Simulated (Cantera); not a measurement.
Input (Python, Cantera) and output of one run.

```python
import numpy as np
import cantera as ct

gas_names = [...]  # 96 gases of nasa_gas.yaml made of C, Cl, H, Ti
cond_names = """
    C(gr) C6H6(L) C7H8(L) C8H18(L),n-octa Ti(a) Ti(b) Ti(L) TiC(s) TiC(L) TiCL2(s) TiCL3(s) TiCL4(L)
""".split()


# ... load() reads the species with a 1 bar reference pressure and builds the phases ...
atoms = {
    'TiCl4': {'Ti': 1, 'CL': 4},
    'CH4': {'C': 1, 'H': 4},
    'C3H8': {'C': 3, 'H': 8},
}
top_T = {'C(gr)': 4500, 'TiCL2(s)': 1300, 'TiCL3(s)': 1000}  # K; cautious upper limits of use, not melting points


# ... equilibrate(T, P, feed) seeds the gas with the atoms and calls Mixture.equilibrate('TP', solver="vcs", rtol=1e-11, max_steps=5000) ...
results = []
T = 2048  # K
P = 88000  # Pa
for m in [0.14, 0.22, 0.35, 0.54, 0.84, 1.3, 2]:
    feed = {'TiCl4': 1, 'CH4': 0.78, 'C3H8': m}  # mol
    mix = equilibrate(T, P, feed)
    results.append((T, P, feed, dict(zip(mix.species_names, mix.species_moles))))

top = {s: max(r[3][s] / sum(r[3][g] for g in gas_names) for r in results) for s in gas_names}
cols = sorted((s for s in top if top[s] > 0.001), key=lambda s: -top[s])[:6]
seen = [c for c in cond_names if any(r[3].get(c, 0) > 1e-12 for r in results)]
print("log10 of partial pressures in bar; condensed amounts in mol")
print(f"{'n(C3H8)':>10s}" + "".join(f"{s[:9]:>10s}" for s in cols + seen))
for T, P, feed, n in results:
    ng = sum(n[g] for g in gas_names)
    print(f"{feed['C3H8']:10.4g}" + "".join(f"{np.log10(max(n[s] / ng * P / 1e5, 1e-99)):10.3f}" for s in cols)
          + "".join(f"{n.get(c, 0):10.4g}" for c in seen))
```

Result:

```
log10 of partial pressures in bar; condensed amounts in mol
   n(C3H8)        H2       HCL     TiCL3     TiCL4     TiCL2        CL     C(gr)    TiC(s)
      0.14    -0.645    -0.280    -1.008    -1.628    -2.377    -2.738    0.7433    0.4545
      0.22    -0.595    -0.284    -1.093    -1.741    -2.434    -2.767    0.9233     0.514
      0.35    -0.530    -0.295    -1.224    -1.915    -2.521    -2.810      1.23    0.5966
      0.54    -0.459    -0.318    -1.402    -2.153    -2.640    -2.870     1.704    0.6908
      0.84    -0.380    -0.364    -1.656    -2.492    -2.809    -2.954     2.501     0.792
       1.3    -0.302    -0.436    -1.990    -2.937    -3.032    -3.066      3.79    0.8781
         2    -0.235    -0.538    -2.395    -3.478    -3.302    -3.201     5.826    0.9363
```

Equilibrium computed with Cantera from the NASA thermochemical tables; the gas is ideal and each condensed phase is pure. The tables' values for TiCl2 are old estimates; treat these amounts as uncertain. TiC: taken at fixed stoichiometry.
